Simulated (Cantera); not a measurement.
Equilibrium for oxide etching and cleaning by halides: Al₂O₃ + HCl

Charge: 1 mol Al₂O₃, 2 mol HCl, equilibrated at 190 Pa.

These are equilibrium values from Cantera (NASA tables, ideal gas, pure condensed phases), not measurements of a reactor. Candidate condensed phases: Al, AlCl₃, Al₂O₃, H₂O; 29 gas species. The tables' values for AlCl₂ are old estimates; treat these amounts as uncertain. Condensed phases not in the tables: AlOCl. Kinetics and transport are ignored.

From 525 °C to 1500 °C the condensed part is Al₂O₃(s). The main Al-bearing gas is AlCl₃ throughout.

```tsv
T (°C)	x HCl	x Cl	x H₂	x H₂O	x AlCl₃	n Al₂O₃(s)
525	1.000	1.09e-7	3.38e-7	2.10e-5	1.40e-5	1.000
600	1.000	9.31e-7	1.30e-6	4.85e-5	3.24e-5	1.000
675	1.000	5.37e-6	4.55e-6	9.80e-5	6.53e-5	1.000
750	1.000	2.28e-5	1.47e-5	0.000178	0.000118	1.000
825	0.999	7.70e-5	4.36e-5	0.000296	0.000197	1.000
900	0.999	0.000219	0.000117	0.000461	0.000307	1.000
975	0.998	0.000545	0.000282	0.000678	0.000452	1.000
1050	0.997	0.00122	0.000622	0.000951	0.000634	0.999
1125	0.994	0.00250	0.00126	0.00128	0.000855	0.999
1200	0.990	0.00476	0.00239	0.00167	0.00111	0.999
1275	0.984	0.00851	0.00425	0.00212	0.00140	0.999
1350	0.974	0.0144	0.00714	0.00261	0.00171	0.998
1425	0.960	0.0232	0.0114	0.00315	0.00202	0.998
1500	0.940	0.0358	0.0174	0.00377	0.00227	0.997
```
x: gas mole fraction; n: condensed amount in mol.
